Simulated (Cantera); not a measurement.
A closed system holds: 1 mol Si, 3.1 mol Cl2, 7.1 mol H2, held at 1448 K and 2.40 mbar.

These are equilibrium values from Cantera (NASA tables, ideal gas, pure condensed phases), not measurements of a reactor. Candidate condensed phases: Si; 19 gas species. The tables' values for SiCl3 are old estimates; treat these amounts as uncertain. Kinetics and transport are ignored.

Base state: H2 0.501, HCl 0.400, SiCl2 0.0869, SiCl3 0.00848, SiCl4 0.00304, SiHCl3 0.000326, H 0.000133, Cl 8.66e-5 (mole fractions); condensed: gas only.

Problem. What changes in the equilibrium state with this change: H2 from 7.1 to 18 mol?

Solution. 
```
species    before     after
-------  --------  --------
H2          0.501     0.755
HCl         0.400     0.197
SiCl2      0.0869    0.0453
SiCl4     0.00304  0.000255
SiCl3     0.00848   0.00177
SiHCl3   0.000326   8.36e-5
Cl        8.66e-5   3.47e-5
H        0.000133  0.000164
```
